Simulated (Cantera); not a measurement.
A freely propagating, adiabatic, planar premixed flame of H₂ : O₂ : N₂ = 1 : 0.455 : 2.09 (molar parts), equivalence ratio 1.1, unburnt at 398 K and 0.250 bar; mixture-averaged transport, grid criteria slope 0.08 and curve 0.16, no radiation.

Model: the H2/O2 subset of GRI-Mech 3.0, which has no nitrogen chemistry, integrated in Cantera. Burning velocities carry a grid error of a few per cent, more on coarse grids.

Problem. Predict: laminar burning velocity; thermal thickness; peak x(HO₂); peak x(O); peak x(H₂O₂).

Solution. 
```
Quantity                     Value
------------------------  --------
laminar burning velocity  291 cm/s
thermal thickness          2.65 mm
peak x(HO₂)               0.000155
peak x(O)                  0.00920
peak x(H₂O₂)               2.74e-5
```
